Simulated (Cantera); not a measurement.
Charge: 1 mol c-C₄F₈, 0.12 mol H₂.

Points: T (K) = 1475, 1575, 1675, 1775, 1875, 1975, 2075, 2175, 2275, 2375; P (Pa) = 1, 4.2, 18, 75, 320, 1300, 5600, 24000, 100000.

Cantera's Mixture.equilibrate('TP', solver="vcs", rtol=1e-11, max_steps=5000) on the NASA tables stopped like this:

```
ERROR: FAILURE its = 5001!

*******************************************************************************
CanteraError thrown by MultiPhase::equilibrate:
VCS solver failed. Return code: -1
*******************************************************************************
```

**Question.** What got this run through?

**Answer.** This is not unique; one that fits is The failure is numerical, not chemical. The same input converged with solver="gibbs", rtol=1e-10, max_steps=50000, and the result passed a check of the equilibrium conditions:
```
   1475          1  C(gr)
   1575          1  C(gr)
   1675          1  C(gr)
   1775          1  C(gr)
   1875          1  C(gr)
   1975          1  C(gr)
   2075          1  C(gr)
   2175          1  C(gr)
   2275          1  C(gr)
   2375          1  C(gr)
   1475        4.2  C(gr)
   1575        4.2  C(gr)
   1675        4.2  C(gr)
   1775        4.2  C(gr)
   1875        4.2  C(gr)
   1975        4.2  C(gr)
   2075        4.2  C(gr)
   2175        4.2  C(gr)
   2275        4.2  C(gr)
   2375        4.2  C(gr)
   1475         18  C(gr)
   1575         18  C(gr)
   1675         18  C(gr)
   1775         18  C(gr)
   1875         18  C(gr)
   1975         18  C(gr)
   2075         18  C(gr)
   2175         18  C(gr)
   2275         18  C(gr)
   2375         18  C(gr)
   1475         75  C(gr)
   1575         75  C(gr)
   1675         75  C(gr)
   1775         75  C(gr)
   1875         75  C(gr)
   1975         75  C(gr)
   2075         75  C(gr)
   2175         75  C(gr)
   2275         75  C(gr)
   2375         75  C(gr)
   1475        320  C(gr)
   1575        320  C(gr)
   1675        320  C(gr)
   1775        320  C(gr)
   1875        320  C(gr)
   1975        320  C(gr)
   2075        320  C(gr)
   2175        320  C(gr)
   2275        320  C(gr)
   2375        320  C(gr)
   1475       1300  C(gr)
   1575       1300  C(gr)
   1675       1300  C(gr)
   1775       1300  C(gr)
   1875       1300  C(gr)
   1975       1300  C(gr)
   2075       1300  C(gr)
   2175       1300  C(gr)
   2275       1300  C(gr)
   2375       1300  C(gr)
   1475       5600  C(gr)
   1575       5600  C(gr)
   1675       5600  C(gr)
   1775       5600  C(gr)
   1875       5600  C(gr)
   1975       5600  C(gr)
   2075       5600  C(gr)
   2175       5600  C(gr)
   2275       5600  C(gr)
   2375       5600  C(gr)
   1475    2.4e+04  C(gr)
   1575    2.4e+04  C(gr)
   1675    2.4e+04  C(gr)
   1775    2.4e+04  C(gr)
   1875    2.4e+04  C(gr)
   1975    2.4e+04  C(gr)
   2075    2.4e+04  C(gr)
   2175    2.4e+04  C(gr)
   2275    2.4e+04  C(gr)
   2375    2.4e+04  C(gr)
   1475      1e+05  C(gr)
   1575      1e+05  C(gr)
   1675      1e+05  C(gr)
   1775      1e+05  C(gr)
   1875      1e+05  C(gr)
   1975      1e+05  C(gr)
   2075      1e+05  C(gr)
   2175      1e+05  C(gr)
   2275      1e+05  C(gr)
   2375      1e+05  C(gr)
```

The gas is ideal and each condensed phase is pure. The feed counts by its element totals alone.
